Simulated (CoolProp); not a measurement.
Fluorine at 295 K and 0.697 MPa is throttled through a valve to 0.314 MPa with no heat exchange. Each further row changes one setting.

Values from CoolProp's reference Helmholtz-energy equation of state, de Reuck 1990.

```
case                        temperature change (K)  final density (kg/m³)
--------------------------  ----------------------  ---------------------
as stated                                     -0.7                   4.88
outlet pressure 0.0942 MPa                    -1.2                   1.47
outlet pressure 0.408 MPa                     -0.6                   6.34
```
